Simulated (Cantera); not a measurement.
Equilibrium for boron, boron nitride and boron oxide: B₂H₆ + N₂ + NH₃

Feed: 1 mol B₂H₆, 0.63 mol N₂, a varied amount of NH₃, at 848 K and 20.0 Pa.

These are equilibrium values from Cantera (NASA tables, ideal gas, pure condensed phases), not measurements of a reactor. Candidate condensed phases: B, BN; 15 gas species. The feed counts by its element totals alone. Rates play no part.

```
n(NH₃) (mol)   x H₂    x N₂    x NH₃      x H  n B(s)  n BN(s)
------------  -----  ------  -------  -------  ------  -------
0.26           1.00  <1e-12   <1e-12  1.35e-9   0.480     1.52
0.31           1.00  <1e-12   <1e-12  1.35e-9   0.430     1.57
0.37           1.00  <1e-12   <1e-12  1.35e-9   0.370     1.63
0.44           1.00  <1e-12   <1e-12  1.35e-9   0.300     1.70
0.52           1.00  <1e-12   <1e-12  1.35e-9   0.220     1.78
0.61           1.00  <1e-12   <1e-12  1.35e-9   0.130     1.87
0.72           1.00  <1e-12   <1e-12  1.35e-9  0.0200     1.98
0.86          0.986  0.0138  4.35e-8  1.34e-9       0     2.00
1             0.972  0.0281  6.07e-8  1.33e-9       0     2.00
1.2           0.954  0.0457  7.54e-8  1.31e-9       0     2.00
1.4           0.939  0.0608  8.48e-8  1.30e-9       0     2.00
```
x: gas mole fraction; n: condensed amount in mol.

From 0.26 mol NH₃ to 0.72 mol NH₃ the condensed part is B(s) + BN(s). From 0.86 mol NH₃ to 1.4 mol NH₃ the condensed part is BN(s).
